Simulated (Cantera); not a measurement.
A closed system holds: 1 mol CHF3, 0.016 mol HCl, 1.6 mol H2, equilibrated at 0.000380 bar.

These are equilibrium values from Cantera (NASA tables, ideal gas, pure condensed phases), not measurements of a reactor. Candidate condensed phases: C, C6H6, C7H8, C8H18; 118 gas species. Equilibrium is a limit: real reactors are often held back by kinetics, nucleation or transport.

**Question.** Which condensed phases are stable at each of these points (T (K)): 1423, 1623, 1823, 2023, 2223, 2423, 2623, 2823, 3023, 3223?

**Answer.** 
```json
[
 {"T (K)": "1423", "condensed phases": "C(graphite)", "C condensed (%)": "100.0"},
 {"T (K)": "1623", "condensed phases": "C(graphite)", "C condensed (%)": "100.0"},
 {"T (K)": "1823", "condensed phases": "C(graphite)", "C condensed (%)": "100.0"},
 {"T (K)": "2023", "condensed phases": "C(graphite)", "C condensed (%)": "99.9"},
 {"T (K)": "2223", "condensed phases": "C(graphite)", "C condensed (%)": "99.7"},
 {"T (K)": "2423", "condensed phases": "C(graphite)", "C condensed (%)": "99.0"},
 {"T (K)": "2623", "condensed phases": "C(graphite)", "C condensed (%)": "86.4"},
 {"T (K)": "2823", "condensed phases": "gas only", "C condensed (%)": "0.0"},
 {"T (K)": "3023", "condensed phases": "gas only", "C condensed (%)": "0.0"},
 {"T (K)": "3223", "condensed phases": "gas only", "C condensed (%)": "0.0"}
]
```

From 1423 K to 2623 K the condensed part is C(graphite). From 2823 K to 3223 K nothing is condensed.
